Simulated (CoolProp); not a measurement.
A closed Brayton cycle with carbon dioxide: compressor inlet 331.15 K and 10 MPa, high pressure 21.5 MPa, turbine inlet 990 K, compressor efficiency 0.89, turbine efficiency 0.85, recuperator effectiveness 0.95 (on enthalpy, no pinch check). Each further row changes one setting.

Values from CoolProp's reference Helmholtz-energy equation of state, Span 1996.

| case | thermal efficiency (%) | net work (kJ/kg) | compressor to turbine work | compressor exit (K) | turbine exit (K) |
|---|---|---|---|---|---|
| as stated | 38.0 | 84.4 | 0.29 | 388.6 | 891.4 |
| turbine inlet 940 K | 36.6 | 78.0 | 0.30 | 388.6 | 844.7 |
| compressor inlet 341.15 K | 37.5 | 79.0 | 0.33 | 405.3 | 891.4 |
| high pressure 18.3 MPa | 35.9 | 68.6 | 0.27 | 376.4 | 911.6 |
| recuperator effectiveness 0.5 | 17.1 | 84.4 | 0.29 | 388.6 | 891.4 |
